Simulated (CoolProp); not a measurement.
Properties of sulfur dioxide along the isobar 0.509 MPa.

The numbers come from the reference Helmholtz-energy equation of state, Gao 2016 in CoolProp.

```
T (°C)  phase  density (kg/m³)  cp (kJ/(kg K))  cv (kJ/(kg K))  Joule-Thomson coefficient (K/MPa)  isothermal compressibility (1/MPa)
------  -----  ---------------  --------------  --------------  ---------------------------------  ----------------------------------
137.25    gas            9.822          0.7156          0.5672                              14.14                               2.020
145.05    gas            9.621          0.7170          0.5698                              13.43                               2.016
152.85    gas            9.429          0.7186          0.5726                              12.77                               2.013
160.75    gas            9.243          0.7204          0.5754                              12.15                               2.010
168.55    gas            9.067          0.7224          0.5784                              11.59                               2.007
176.35    gas            8.899          0.7245          0.5813                              11.07                               2.004
184.25    gas            8.734          0.7268          0.5844                              10.59                               2.002
192.05    gas            8.578          0.7292          0.5875                              10.14                               1.999
199.85    gas            8.428          0.7316          0.5905                              9.723                               1.997
207.75    gas            8.282          0.7341          0.5936                              9.328                               1.995
215.55    gas            8.142          0.7367          0.5967                              8.963                               1.994
223.35    gas            8.008          0.7393          0.5998                              8.620                               1.992
231.25    gas            7.876          0.7419          0.6029                              8.294                               1.990
239.05    gas            7.751          0.7445          0.6059                              7.991                               1.989
246.85    gas            7.629          0.7471          0.6089                              7.705                               1.987
```
